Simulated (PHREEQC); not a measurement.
Consider water at 90 °C with 1.9 mmol/kgw NH3. Closed to the air; pH follows from the charge balance.

Equilibrium calculation in PHREEQC: ion-association model, phreeqc.dat.

Each row changes one thing in this solution. Precipitation was switched off in this run.

```
case                                          pH  ionic strength (mol/kgw)  NH3 (mol/kgw)  NH4+ (mol/kgw)
------------------------------------------  ----  ------------------------  -------------  --------------
as made                                     8.63                  0.000172        0.00173        0.000172
NH3 replaced by NH4Br at the same molality   ___                   0.00190            ___         0.00189
diluted 100-fold with water                  ___                   1.13e-5        7.70e-6         1.13e-5
NH3 from 0.0019 to 0.00285 mol/kgw           ___                  0.000212        0.00264        0.000212
temperature from 90 to 65 °C                9.15                  0.000181            ___        0.000181
NH3 from 0.0019 to 0.00209 mol/kgw          8.65                  0.000180        0.00191        0.000180
```

Q: What belongs in the gaps?

A: 
- NH3 replaced by NH4Br at the same molality, pH: 5.19
- NH3 replaced by NH4Br at the same molality, NH3 (mol/kgw): 6.68e-6
- diluted 100-fold with water, pH: 7.46
- NH3 from 0.0019 to 0.00285 mol/kgw, pH: 8.72
- temperature from 90 to 65 °C, NH3 (mol/kgw): 0.00172

Complexes and solids missing from the database can't appear. Away from 25 °C the constants follow the database's enthalpies or fits; those with neither stay at their 25 °C values.
